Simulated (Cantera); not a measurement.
## Stirred combustor or abatement burner

A perfectly stirred reactor is fed with C2H6 : O2 : N2 : H2O = 1 : 3.5 : 25 : 10 (molar parts), equivalence ratio 1.0, at 0.340 bar; it is adiabatic with a 375 K inlet, and is followed from long to short residence time, starting on the burning branch (τ in s: 0.22, 0.1, 0.047, 0.022, 0.01, 0.0047, 0.0022, 0.001, 0.00047, 0.00022, 0.0001, 4.7e-05).

Cantera simulation using GRI-Mech 3.0 (53 species, 325 reactions); the numbers are that mechanism's predictions, not measurements.

```json
[
 {"τ (s)": "0.22", "T (K)": "1343", "x C2H6": "5.76e-6", "x O2": "0.00259", "x H2O": "0.320", "x NO": "3.32e-6", "x NO2": "4.16e-10", "x N2O": "1.85e-8", "x CO2": "0.0482"},
 {"τ (s)": "0.10", "T (K)": "1331", "x C2H6": "1.12e-5", "x O2": "0.00341", "x H2O": "0.319", "x NO": "3.19e-6", "x NO2": "4.18e-10", "x N2O": "1.80e-8", "x CO2": "0.0474"},
 {"τ (s)": "0.047", "T (K)": "1311", "x C2H6": "2.58e-5", "x O2": "0.00486", "x H2O": "0.318", "x NO": "2.34e-6", "x NO2": "4.05e-10", "x N2O": "1.68e-8", "x CO2": "0.0457"},
 {"τ (s)": "0.022", "T (K)": "375", "x C2H6": "0.0253", "x O2": "0.0886", "x H2O": "0.253", "x NO": "<1e-12", "x NO2": "<1e-12", "x N2O": "<1e-12", "x CO2": "<1e-12"},
 {"τ (s)": "0.010", "T (K)": "375", "x C2H6": "0.0253", "x O2": "0.0886", "x H2O": "0.253", "x NO": "<1e-12", "x NO2": "<1e-12", "x N2O": "<1e-12", "x CO2": "<1e-12"},
 {"τ (s)": "0.0047", "T (K)": "375", "x C2H6": "0.0253", "x O2": "0.0886", "x H2O": "0.253", "x NO": "<1e-12", "x NO2": "<1e-12", "x N2O": "<1e-12", "x CO2": "<1e-12"},
 {"τ (s)": "0.0022", "T (K)": "375", "x C2H6": "0.0253", "x O2": "0.0886", "x H2O": "0.253", "x NO": "<1e-12", "x NO2": "<1e-12", "x N2O": "<1e-12", "x CO2": "<1e-12"},
 {"τ (s)": "0.0010", "T (K)": "375", "x C2H6": "0.0253", "x O2": "0.0886", "x H2O": "0.253", "x NO": "<1e-12", "x NO2": "<1e-12", "x N2O": "<1e-12", "x CO2": "<1e-12"},
 {"τ (s)": "0.00047", "T (K)": "375", "x C2H6": "0.0253", "x O2": "0.0886", "x H2O": "0.253", "x NO": "<1e-12", "x NO2": "<1e-12", "x N2O": "<1e-12", "x CO2": "<1e-12"},
 {"τ (s)": "0.00022", "T (K)": "375", "x C2H6": "0.0253", "x O2": "0.0886", "x H2O": "0.253", "x NO": "<1e-12", "x NO2": "<1e-12", "x N2O": "<1e-12", "x CO2": "<1e-12"},
 {"τ (s)": "0.00010", "T (K)": "375", "x C2H6": "0.0253", "x O2": "0.0886", "x H2O": "0.253", "x NO": "<1e-12", "x NO2": "<1e-12", "x N2O": "<1e-12", "x CO2": "<1e-12"},
 {"τ (s)": "4.7e-5", "T (K)": "375", "x C2H6": "0.0253", "x O2": "0.0886", "x H2O": "0.253", "x NO": "<1e-12", "x NO2": "<1e-12", "x N2O": "<1e-12", "x CO2": "<1e-12"}
]
```
x: mole fraction; the columns are a selection and need not sum to one.
